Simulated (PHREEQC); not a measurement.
**Nickel, zinc or cadmium bath: an equilibrium model**

Dissolve 5.5 mmol/kgw ZnSO4, 34 mmol/kgw NaOH and 78 mmol/kgw H2SO4 at 20 °C. Closed to the air; pH follows from the charge balance.

The numbers come from PHREEQC with the ion-association model, phreeqc.dat.

* **pH**: 1.26
* **ionic strength**: 0.136 mol/kgw
* **specific conductance**: 23000 µS/cm
* **density**: 1.005 g/cm³
* **total alkalinity**: -122 meq/kg

| species | molality | activity | log γ |
|---|---|---|---|
| H+ | 0.0680 | 0.0553 | -0.089 |
| HSO4- | 0.0540 | 0.0414 | -0.116 |
| Na+ | 0.0326 | 0.0251 | -0.114 |
| SO4-2 | 0.0253 | 0.00856 | -0.470 |
| Zn+2 | 0.00309 | 0.00106 | -0.465 |
| ZnSO4 | 0.00198 | 0.00204 | 0.014 |
| NaSO4- | 0.00135 | 0.00104 | -0.113 |

Precipitation was switched off in this run. Complexes and solids missing from the database can't appear.
